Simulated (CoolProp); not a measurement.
Hydrogen chloride along the isobar 67.9 bar: Z from the reference equation and from simpler models built on Tc = 51.5 °C, pc = 83.14 bar, ω = 0.130; each cubic takes its own stable root.

Computed with CoolProp (reference Helmholtz-energy equation of state, Thol 2018).

| T (°C) | phase | reference | van der Waals | Redlich-Kwong | Peng-Robinson |
|---|---|---|---|---|---|
| 17.35 | liquid | 0.1173 | 0.1962 | 0.1447 | 0.1253 |
| 37.45 | liquid | 0.1297 | 0.5695 | 0.1706 | 0.1479 |
| 57.55 | gas | 0.6351 | 0.6876 | 0.6609 | 0.6374 |
| 77.65 | gas | 0.7273 | 0.7509 | 0.7398 | 0.7228 |
| 97.75 | gas | 0.7841 | 0.7944 | 0.7916 | 0.7788 |
| 117.85 | gas | 0.8240 | 0.8269 | 0.8292 | 0.8196 |
| 137.85 | gas | 0.8537 | 0.8522 | 0.8578 | 0.8507 |
| 157.95 | gas | 0.8770 | 0.8727 | 0.8804 | 0.8754 |
| 178.05 | gas | 0.8956 | 0.8894 | 0.8986 | 0.8954 |
| 198.15 | gas | 0.9109 | 0.9034 | 0.9134 | 0.9118 |
| 218.25 | gas | 0.9235 | 0.9152 | 0.9258 | 0.9254 |
| 238.35 | gas | 0.9342 | 0.9253 | 0.9362 | 0.9368 |
| 258.45 | gas | 0.9433 | 0.9339 | 0.9449 | 0.9465 |
| 278.55 | gas | 0.9511 | 0.9414 | 0.9524 | 0.9547 |
| 298.55 | gas | 0.9577 | 0.9479 | 0.9588 | 0.9618 |

At some of these states van der Waals gives the other phase, because its saturation line lies elsewhere.
